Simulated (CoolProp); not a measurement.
Model: reference Helmholtz-energy equation of state, Eisenbach 2021, in CoolProp.

Question: For propylene glycol, give the phase and the isothermal compressibility (1/MPa), expansivity (1/kK), fugacity coefficient at 235.8 K and 9.73 MPa; 247.4 K and 9.73 MPa; 259 K and 9.73 MPa.

Answer: 
- 235.8 K and 9.73 MPa: liquid; isothermal compressibility 0.000366, expansivity 0.686, fugacity coefficient 1.66e-9
- 247.4 K and 9.73 MPa: liquid; isothermal compressibility 0.000381, expansivity 0.683, fugacity coefficient 8.92e-9
- 259 K and 9.73 MPa: liquid; isothermal compressibility 0.000397, expansivity 0.685, fugacity coefficient 4.03e-8
